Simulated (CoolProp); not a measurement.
A Linde-Hampson liquefier for oxygen: isothermal reversible compression at 200 K from 1 atm to 40 MPa, throttling to 1 atm, return gas leaving the recuperator 0 K below the feed. Each further row changes one setting.

Computed with CoolProp (reference Helmholtz-energy equation of state, Schmidt 1985).

```
case                        liquid yield per pass  compression work (kJ/kg of gas)
--------------------------  ---------------------  -------------------------------
as stated                                       ?                              275
high pressure 80 MPa                            ?                                ?
warm-end temperature 230 K                      ?                                ?
warm-end gap 5 K                            0.367                              275
```

Complete the blanks.


- as stated, liquid yield per pass: 0.376
- high pressure 80 MPa, liquid yield per pass: 0.337
- high pressure 80 MPa, compression work (kJ/kg of gas): 321
- warm-end temperature 230 K, liquid yield per pass: 0.290
- warm-end temperature 230 K, compression work (kJ/kg of gas): 332
